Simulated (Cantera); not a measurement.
Cantera run, input and output.

```python
import numpy as np
import cantera as ct

gas = ct.Solution("gri30.yaml")
gas.TPX = 700, 200000, {'CH4': 1, 'H2': 0.48, 'O2': 3.3, 'N2': 30.9}
inlet = ct.Reservoir(gas, clone=True)
gas.equilibrate("HP")  # start burning
reactor = ct.IdealGasConstPressureReactor(gas, energy="on", clone=False)
exhaust = ct.Reservoir(gas, clone=True)
tau = [0.22, 0.1, 0.049, 0.023, 0.011, 0.0052, 0.0025, 0.0012, 0.00055, 0.00026, 0.00012, 5.9e-05][0]
for a, b in ((inlet, reactor), (reactor, exhaust)):
    ct.MassFlowController(a, b, mdot=lambda t: reactor.mass / tau)
net = ct.ReactorNet([reactor])
show = ['CH4', 'H2', 'O2', 'C2H2', 'NO', 'CH2O']

rows = []
print(f"{'tau/s':>10s}{'T/K':>9s}" + "".join(f"{s:>11s}" for s in show))
for tau in [0.22, 0.1, 0.049, 0.023, 0.011, 0.0052, 0.0025, 0.0012, 0.00055, 0.00026, 0.00012, 5.9e-05]:
    net.initial_time = 0.0
    net.advance(30 * tau)
    before = gas.X
    net.advance(40 * tau)
    drift = np.max(np.abs(gas.X - before) / (gas.X + 1e-9))
    rows.append([gas.T, *gas[show].X, drift])
    print(f"{tau:10.3e}{gas.T:9.1f}" + "".join(f"{x:11.3e}" for x in gas[show].X))
```

Result:

```
     tau/s      T/K        CH4         H2         O2       C2H2         NO       CH2O
 2.200e-01   1452.7  1.215e-05  3.327e-05  2.997e-02  5.900e-09  1.912e-06  9.229e-07
 1.000e-01   1451.2  2.037e-05  5.701e-05  3.003e-02  8.709e-09  1.817e-06  1.606e-06
 4.900e-02   1449.0  3.260e-05  9.296e-05  3.013e-02  1.178e-08  1.644e-06  2.646e-06
 2.300e-02   1445.3  5.396e-05  1.562e-04  3.032e-02  1.549e-08  1.459e-06  4.474e-06
 1.100e-02   1439.3  8.921e-05  2.592e-04  3.064e-02  1.972e-08  1.341e-06  7.440e-06
 5.200e-03   1429.0  1.527e-04  4.354e-04  3.122e-02  2.578e-08  1.287e-06  1.252e-05
 2.500e-03   1411.4  2.763e-04  7.392e-04  3.231e-02  3.824e-08  1.206e-06  2.157e-05
 1.200e-03   1367.0  7.114e-04  1.540e-03  3.538e-02  1.114e-07  7.090e-07  4.838e-05
 5.500e-04    700.0  2.803e-02  1.345e-02  9.249e-02  1.785e-20  6.502e-21  2.914e-17
 2.600e-04    700.0  2.803e-02  1.345e-02  9.249e-02 -6.509e-25 -2.372e-25  3.722e-18
 1.200e-04    700.0  2.803e-02  1.345e-02  9.249e-02  4.624e-27  1.685e-27  8.146e-19
 5.900e-05    700.0  2.803e-02  1.345e-02  9.249e-02 -2.578e-31 -9.392e-32  2.060e-19
```

Model: GRI-Mech 3.0 (53 species, 325 reactions), integrated in Cantera.
